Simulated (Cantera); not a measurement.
SiHCl₃ + C₂H₂ + H₂ (silicon carbide growth)

Feed: 1 mol SiHCl₃, 0.03 mol C₂H₂, a varied amount of H₂, at 2225 K and 750 Torr.

These are equilibrium values from Cantera (NASA tables, ideal gas, pure condensed phases), not measurements of a reactor. Candidate condensed phases: C, C₆H₆, C₇H₈, C₈H₁₈, Si, SiC; 109 gas species. Mutual solubility and eutectic melting of coexisting phases are not modelled. The tables' values for SiCl₃, SiCl are old estimates; treat these amounts as uncertain. Gases not in the tables: Si₂H₆ and higher silanes. Rates play no part.

```json
[
 {"n(H₂) (mol)": "2.6", "x H₂": "0.554", "x HCl": "0.238", "x SiCl₂": "0.192", "x SiCl₃": "0.00694", "x H": "0.00482", "x SiCl": "0.00168", "n Si(l)": "0.00416", "n SiC(s)": "0.0596"},
 {"n(H₂) (mol)": "4.5", "x H₂": "0.663", "x HCl": "0.205", "x SiCl₂": "0.120", "x SiCl₃": "0.00342", "x H": "0.00527", "x SiCl": "0.00132", "n Si(l)": "0.118", "n SiC(s)": "0.0594"},
 {"n(H₂) (mol)": "7.8", "x H₂": "0.759", "x HCl": "0.164", "x SiCl₂": "0.0668", "x SiCl₃": "0.00142", "x H": "0.00564", "x SiCl": "0.000989", "n Si(l)": "0.248", "n SiC(s)": "0.0589"},
 {"n(H₂) (mol)": "13", "x H₂": "0.831", "x HCl": "0.125", "x SiCl₂": "0.0354", "x SiCl₃": "0.000549", "x H": "0.00590", "x SiCl": "0.000720", "n Si(l)": "0.373", "n SiC(s)": "0.0582"},
 {"n(H₂) (mol)": "23", "x H₂": "0.890", "x HCl": "0.0864", "x SiCl₂": "0.0158", "x SiCl₃": "0.000164", "x H": "0.00611", "x SiCl": "0.000481", "n Si(l)": "0.504", "n SiC(s)": "0.0568"},
 {"n(H₂) (mol)": "40", "x H₂": "0.928", "x HCl": "0.0571", "x SiCl₂": "0.00662", "x SiCl₃": "4.44e-5", "x H": "0.00624", "x SiCl": "0.000311", "n Si(l)": "0.607", "n SiC(s)": "0.0544"},
 {"n(H₂) (mol)": "69", "x H₂": "0.953", "x HCl": "0.0364", "x SiCl₂": "0.00262", "x SiCl₃": "1.11e-5", "x H": "0.00632", "x SiCl": "0.000196", "n Si(l)": "0.672", "n SiC(s)": "0.0503"},
 {"n(H₂) (mol)": "120", "x H₂": "0.969", "x HCl": "0.0223", "x SiCl₂": "0.000968", "x SiCl₃": "2.48e-6", "x H": "0.00638", "x SiCl": "0.000119", "n Si(l)": "0.692", "n SiC(s)": "0.0431"},
 {"n(H₂) (mol)": "210", "x H₂": "0.979", "x HCl": "0.0133", "x SiCl₂": "0.000339", "x SiCl₃": "5.15e-7", "x H": "0.00641", "x SiCl": "7.05e-5", "n Si(l)": "0.653", "n SiC(s)": "0.0303"},
 {"n(H₂) (mol)": "350", "x H₂": "0.984", "x HCl": "0.00815", "x SiCl₂": "0.000127", "x SiCl₃": "1.18e-7", "x H": "0.00643", "x SiCl": "4.31e-5", "n Si(l)": "0.549", "n SiC(s)": "0.0104"}
]
```
x: gas mole fraction; n: condensed amount in mol.

From 2.6 mol H₂ to 350 mol H₂ the condensed part is Si(l) + SiC(s). The main Si-bearing gas is SiCl₂ at 2.6 mol H₂ and Si at 350 mol H₂. The share of Si in condensed phases is highest at 120 mol H₂ (73.5 %) and lowest at 2.6 mol H₂ (6.4 %).
